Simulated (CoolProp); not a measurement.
Properties of R152A along the isotherm 500 K.

Computed with CoolProp (reference Helmholtz-energy equation of state, Outcalt 1996). It is a modified Benedict-Webb-Rubin equation, recast in Helmholtz form.

| p (bar) | phase | cp (kJ/(kg K)) | cv (kJ/(kg K)) | expansivity (1/kK) | fugacity coefficient |
|---|---|---|---|---|---|
| 50.2 | supercritical | 1.692 | 1.383 | 3.731 | 0.8512 |
| 100 | supercritical | 2.058 | 1.424 | 6.154 | 0.7277 |
| 151 | supercritical | 2.239 | 1.435 | 6.362 | 0.6332 |
| 201 | supercritical | 2.158 | 1.429 | 4.875 | 0.5730 |
| 251 | supercritical | 2.073 | 1.426 | 3.815 | 0.5360 |
| 301 | supercritical | 2.012 | 1.426 | 3.149 | 0.5139 |
| 351 | supercritical | 1.969 | 1.429 | 2.703 | 0.5018 |
| 401 | supercritical | 1.937 | 1.433 | 2.384 | 0.4967 |
| 452 | supercritical | 1.912 | 1.437 | 2.139 | 0.4969 |
